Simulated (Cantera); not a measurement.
An adiabatic, constant-volume homogeneous reactor starts with H2 : O2 : N2 = 1 : 0.962 : 3.62 (molar parts), equivalence ratio 0.52, at 1300 K and 405 Torr. Integrator tolerance rtol = 1e-08.

Model: the H2/O2 subset of GRI-Mech 3.0, which has no nitrogen chemistry, integrated in Cantera.

Problem. What does this change do: constant pressure in place of constant volume?

Solution. 
```
quantity                                                            before                                    after
---------------------------------  ---------------------------------------  ---------------------------------------
time of steepest temperature rise                                  53.3 µs                                  53.8 µs
temperature at 0.200 s                                              2614 K                                   2438 K
equilibrium temperature                                             2614 K                                   2438 K
x(H2) at 0.200 s                   0.00611 (gas-phase equilibrium 0.00611)  0.00372 (gas-phase equilibrium 0.00372)
x(O2) at 0.200 s                     0.0845 (gas-phase equilibrium 0.0845)    0.0865 (gas-phase equilibrium 0.0865)
x(HO2) at 0.200 s                  1.27e-5 (gas-phase equilibrium 1.27e-5)  7.21e-6 (gas-phase equilibrium 7.21e-6)
x(OH) at 0.200 s                     0.0215 (gas-phase equilibrium 0.0215)    0.0150 (gas-phase equilibrium 0.0150)
x(H2O2) at 0.200 s                 4.55e-7 (gas-phase equilibrium 4.55e-7)  2.43e-7 (gas-phase equilibrium 2.43e-7)
x(H2O) at 0.200 s                      0.175 (gas-phase equilibrium 0.175)      0.183 (gas-phase equilibrium 0.183)
```
